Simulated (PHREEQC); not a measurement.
A solution holds 1.1 mol/kgw Na2SO4 and 2.8e-05 mol/kgw H4SiO4, at 5.3 °C. Closed to the air; pH follows from the charge balance.

The numbers come from PHREEQC with the Pitzer model, pitzer.dat.

The pH comes out as 7.39 and the ionic strength is 3.30 mol/kgw. The activity of water is 0.966 and the density is 1.132 g/cm³. The osmotic coefficient is 0.589.

| species | molality | activity | log γ |
|---|---|---|---|
| Na+ | 2.20 | 0.920 | -0.378 |
| SO4-2 | 1.10 | 0.0343 | -1.507 |
| H4SiO4 | 2.78e-5 | 3.08e-5 | 0.043 |
| H3SiO4- | 1.54e-7 | 5.15e-8 | -0.477 |
| HSO4- | 1.54e-7 | 7.75e-8 | -0.299 |
| H+ | 8.76e-8 | 4.03e-8 | -0.338 |

Precipitation was switched off in this run. The solution is supersaturated, for example in Mirabilite, so a real one may precipitate; this is no full list. Complexes and solids missing from the database can't appear. In brines, pH and single-ion activities rest on the MacInnes convention. Constants without temperature data keep their 25 °C values here.
